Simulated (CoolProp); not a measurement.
A single-stage vapour-compression cycle with ethane: evaporating at 200.15 K (dew point), condensing at 252.15 K (bubble point), superheat 10 K, subcooling 8 K, compressor efficiency 0.9, no pressure losses. Each further row changes one setting.

Values from CoolProp's reference Helmholtz-energy equation of state, Bücker 2006.

```json
[
 {"case": "as stated", "cooling COP": "2.77", "pressure ratio": "6.32", "discharge temperature (K)": "304.6", "refrigerating effect (kJ/kg)": "365", "volumetric capacity (kJ/m³)": "1440"},
 {"case": "evaporating temperature 205.15 K", "cooling COP": "3.21", "pressure ratio": "5.07", "discharge temperature (K)": "(withheld)", "refrigerating effect (kJ/kg)": "370", "volumetric capacity (kJ/m³)": "(withheld)"},
 {"case": "condensing temperature 247.15 K", "cooling COP": "3.15", "pressure ratio": "(withheld)", "discharge temperature (K)": "296.6", "refrigerating effect (kJ/kg)": "379", "volumetric capacity (kJ/m³)": "1500"},
 {"case": "subcooling 13 K", "cooling COP": "2.88", "pressure ratio": "6.32", "discharge temperature (K)": "304.6", "refrigerating effect (kJ/kg)": "379", "volumetric capacity (kJ/m³)": "1500"},
 {"case": "superheat 20 K", "cooling COP": "(withheld)", "pressure ratio": "6.32", "discharge temperature (K)": "315.9", "refrigerating effect (kJ/kg)": "(withheld)", "volumetric capacity (kJ/m³)": "1430"},
 {"case": "compressor efficiency 0.8", "cooling COP": "2.46", "pressure ratio": "6.32", "discharge temperature (K)": "312.9", "refrigerating effect (kJ/kg)": "365", "volumetric capacity (kJ/m³)": "1440"}
]
```

### Question
Fill in the missing entries.

### Answer

- evaporating temperature 205.15 K, discharge temperature (K): 299.0
- evaporating temperature 205.15 K, volumetric capacity (kJ/m³): 1800
- condensing temperature 247.15 K, pressure ratio: 5.48
- superheat 20 K, cooling COP: 2.74
- superheat 20 K, refrigerating effect (kJ/kg): 380
